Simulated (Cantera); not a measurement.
An isothermal, constant-pressure homogeneous reactor starts with NO : N₂ = 1 : 1.6 (molar parts), at 1875 K and 58.5 Torr.

Detailed kinetics in Cantera: GRI-Mech 3.0 (53 species, 325 reactions).

x: mole fraction; the columns are a selection and need not sum to one.

```csv
t (s),x NO,x O₂,x O,x N₂,x N₂O,x NO₂
8.00e-5,0.385,3.89e-10,4.05e-7,0.615,4.06e-7,3.99e-9
0.000180,0.385,1.96e-9,9.02e-7,0.615,9.09e-7,1.98e-8
0.000404,0.385,9.80e-9,2.00e-6,0.615,2.03e-6,9.54e-8
0.000909,0.385,4.93e-8,4.35e-6,0.615,4.46e-6,4.39e-7
0.00204,0.385,2.56e-7,9.33e-6,0.615,9.60e-6,1.83e-6
0.00460,0.385,1.51e-6,2.00e-5,0.615,1.96e-5,6.42e-6
0.0103,0.384,1.07e-5,4.17e-5,0.615,3.55e-5,1.71e-5
0.0232,0.384,6.63e-5,6.63e-5,0.615,5.23e-5,2.86e-5
0.0522,0.384,0.000250,7.41e-5,0.616,5.95e-5,3.20e-5
0.117,0.383,0.000687,7.68e-5,0.616,5.97e-5,3.34e-5
0.264,0.381,0.00167,8.17e-5,0.617,5.89e-5,3.62e-5
0.594,0.377,(withheld),(withheld),0.619,5.70e-5,(withheld)
1.33,0.366,(withheld),(withheld),0.624,5.32e-5,(withheld)
3.00,0.343,0.0206,0.000146,0.636,4.54e-5,6.72e-5
```

### Question
Fill in the missing entries.

### Answer

- 0.594, x O₂: 0.00392
- 0.594, x O: 9.19e-5
- 0.594, x NO₂: 4.18e-5
- 1.33, x O₂: 0.00904
- 1.33, x O: 0.000111
- 1.33, x NO₂: 5.19e-5
